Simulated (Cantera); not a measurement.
Standard-state values (1 bar) from the NASA 1993 polynomials, evaluated with Cantera. Values are per mole of reaction as written; species without (g) are pure solids or liquids, kept so even where they would boil at 1 bar.

H2(g) + I2 = 2 HI(g)

```csv
T (K),ΔH° (kJ),ΔS° (J/K),ΔG° (kJ),log10 K,condensed phases
373,(withheld),(withheld),(withheld),(withheld),I2(s)
398,34.0,117.1,-12.6,1.66,I2(l)
423,32.7,114.1,-15.5,1.92,I2(l)
448,(withheld),(withheld),(withheld),(withheld),I2(l)
473,30.3,108.5,-21.1,2.33,I2(l)
498,(withheld),(withheld),(withheld),(withheld),I2(l)
523,27.8,103.6,-26.4,2.63,I2(l)
548,(withheld),(withheld),(withheld),(withheld),I2(l)
573,25.3,99.1,-31.4,2.87,I2(l)
598,24.1,97.0,-33.9,2.96,I2(l)
```

Q: Fill in the missing entries.

A: 
- 373, ΔH° (kJ): 50.7
- 373, ΔS° (J/K): 160.2
- 373, ΔG° (kJ): -9.1
- 373, log10 K: 1.27
- 448, ΔH° (kJ): 31.5
- 448, ΔS° (J/K): 111.2
- 448, ΔG° (kJ): -18.3
- 448, log10 K: 2.14
- 498, ΔH° (kJ): 29.0
- 498, ΔS° (J/K): 106.0
- 498, ΔG° (kJ): -23.8
- 498, log10 K: 2.49
- 548, ΔH° (kJ): 26.6
- 548, ΔS° (J/K): 101.3
- 548, ΔG° (kJ): -28.9
- 548, log10 K: 2.76
